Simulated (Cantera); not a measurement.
# Premixed flame

A freely propagating, adiabatic, planar premixed flame of H2 : O2 : N2 : H2O = 1 : 0.685 : 2.58 : 1 (molar parts), unburnt at 400 K and 760 Torr; mixture-averaged transport, grid criteria slope 0.08 and curve 0.16, no radiation.

Computed with Cantera and the H2/O2 subset of GRI-Mech 3.0, which has no nitrogen chemistry. Burning velocities carry a grid error of a few per cent, more on coarse grids.

```csv
z (mm),T (K),u (m/s),x H2,x O2,x H2O,x H2O2,x OH,x O
-1.31,400,0.777,0.188,0.130,0.190,1.54e-8,<1e-8,<1e-8
-0.877,401,0.775,0.184,0.131,0.191,1.43e-7,<1e-8,<1e-8
-0.657,404,0.775,0.178,0.132,0.193,8.74e-7,<1e-8,<1e-8
-0.438,420,0.792,0.160,0.134,0.200,7.81e-6,<1e-8,2.95e-8
-0.219,593,1.08,0.113,0.131,0.231,8.63e-5,1.42e-5,4.61e-6
-0.110,883,1.57,0.0780,0.114,0.275,7.78e-5,0.000311,0.000135
0,1187,2.10,0.0448,0.0880,0.327,1.92e-5,0.00121,0.000952
0.110,1387,2.46,0.0226,0.0655,0.365,5.74e-6,0.00315,0.00186
0.219,1500,2.65,0.0126,0.0543,0.384,3.60e-6,0.00469,0.00201
0.438,1606,2.83,0.00656,0.0476,0.397,1.89e-6,0.00512,0.00144
0.877,1677,2.95,0.00305,0.0448,0.405,9.29e-7,0.00394,0.000660
1.75,1711,3.01,0.00107,0.0439,0.410,4.39e-7,0.00246,0.000227
3.51,1724,3.03,0.000313,0.0437,0.411,1.89e-7,0.00138,6.79e-5
```
x: mole fraction of selected species; z is measured from the peak of heat release.

| Quantity | Result |
|---|---|
| laminar burning velocity | 77.9 cm/s |
| thermal thickness | 0.438 mm |
| peak x(H2O2) | 9.84e-5 |
| peak x(OH) | 0.00520 |
| peak x(O) | 0.00203 |
| grid points | 109 |
